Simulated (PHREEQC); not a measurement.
## Buffer

Make-up at 25 °C: 0.0049 mol/kgw KH2PO4, 0.00024 mol/kgw NH3 and 0.008 mol/kgw NaCl. Closed to the air; pH follows from the charge balance.

Computed with PHREEQC (ion-association model, wateq4f.dat).

```json
{
 "pH": "5.77",
 "ionic_strength": "0.0134 mol/kgw",
 "total_alkalinity": "0.240 meq/kg"
}
```

```csv
species,molality,activity,log γ
Cl-,0.00800,0.00710,-0.052
Na+,0.00800,0.00713,-0.050
K+,0.00490,0.00435,-0.052
H2PO4-,0.00466,0.00416,-0.049
NH4+,0.000240,0.000213,-0.051
HPO4-2,0.000239,0.000151,-0.198
NaHPO4-,2.35e-6,2.10e-6,-0.049
H+,1.89e-6,1.71e-6,-0.044
KHPO4-,1.44e-6,1.28e-6,-0.049
H3PO4,1.04e-6,1.04e-6,0.001
NH3,7.13e-8,7.13e-8,0.000
OH-,6.61e-9,5.87e-9,-0.052
```

No solid was allowed to form. H3PO4, which wateq4f.dat lacks, is added to it with the constant of phreeqc.dat.
